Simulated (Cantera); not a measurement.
# Thermodynamics of carbon deposition, reforming and gasification, feed C₆H₆ + H₂

Charge: 1 mol C₆H₆, 3 mol H₂, at 10.0 mbar.

Method: chemical equilibrium by Gibbs-energy minimisation in Cantera with the NASA 1993 tables (ideal gas, pure condensed phases). Candidate condensed phases: C, C₆H₆, C₇H₈, C₈H₁₈; 76 gas species. Rates play no part.

```csv
T (°C),log p H₂,log p H,log p C₃,log p C₂H₂ (acetylene),log p C₂H,log p C,n C(graphite)
2200,-2.10,-2.70,-6.49,-4.12,-5.89,-6.94,5.89
2250,-2.12,-2.62,-6.15,-4.05,-5.67,-6.64,5.87
2300,-2.15,-2.54,-5.82,-3.99,-5.46,-6.36,5.85
2350,-2.19,-2.47,-5.51,-3.94,-5.26,-6.08,5.82
2400,-2.23,-2.40,-5.21,-3.90,-5.07,-5.81,5.78
2450,-2.27,-2.35,-4.92,-3.87,-4.89,-5.56,5.73
2500,-2.33,-2.29,-4.65,-3.84,-4.73,-5.31,5.67
2550,-2.39,-2.25,-4.38,-3.83,-4.57,-5.07,5.57
2600,-2.46,-2.21,-4.12,-3.83,-4.43,-4.84,5.43
2650,-2.53,-2.17,-3.87,-3.84,-4.29,-4.62,5.19
2700,-2.62,-2.15,-3.63,-3.86,-4.17,-4.41,4.79
```
log p: log10 of the partial pressure in bar; n: condensed amount in mol.

From 2200 °C to 2700 °C the condensed part is C(graphite). The main C-bearing gas is C₂H₂ (acetylene) at 2200 °C and C₃ at 2700 °C. The share of C in condensed phases is highest at 2200 °C (98.2 %) and lowest at 2700 °C (79.8 %).
